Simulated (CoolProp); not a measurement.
Vapour-liquid equilibrium of carbon monoxide (1) + methane (2) at 377 kPa; x and y are mole fractions of (1).

Computed with CoolProp (multi-fluid Helmholtz-energy mixture model, Lemmon 2006 and Setzmann 1991; pair parameters Kunz 2012).

```tsv
x	bubble temperature (°C)	y at the bubble point	dew temperature at overall composition x (°C)	liquid density (mol/L)
0.05	-148.2	0.303	-143.5	24.96
0.2	-160.2	0.739	-146.2	25.87
0.35	-167.1	[?]	-149.2	[?]
0.5	-171.2	0.931	-152.7	26.47
0.65	-173.7	0.958	-157.0	26.44
0.8	-175.6	0.976	-162.9	26.29
0.95	-177.3	[?]	[?]	26.11
```

What belongs in the gaps?


- 0.35, y at the bubble point: 0.877
- 0.35, liquid density (mol/L): 26.32
- 0.95, y at the bubble point: 0.994
- 0.95, dew temperature at overall composition x (°C): -172.9

No azeotrope shows between x = 0.05 and 0.95.

The pair parameters rest on a limited set of measurements; away from them the model extrapolates.
